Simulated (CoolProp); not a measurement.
Vapour-liquid equilibrium of 1-butene (1) + acetone (2) at 59.35 °C; x and y are mole fractions of (1).

The numbers come from the multi-fluid Helmholtz-energy mixture model, Lemmon 2005 and Lemmon 2006; pair parameters Bell 2016 in CoolProp.

**Question.** Give the bubble pressure and the first vapour's composition at x = 0.125, 0.275, 0.5. Is there an azeotrope?

**Answer.** x = 0.125: 2.851 bar, y = 0.627; x = 0.275: 4.311 bar, y = 0.775; x = 0.5: 5.596 bar, y = 0.851. No azeotrope shows between x = 0.05 and 0.95.

The pair parameters rest on a limited set of measurements; away from them the model extrapolates. With so large a gap from Raoult's law the liquid may split in two, which this calculation doesn't test in full.
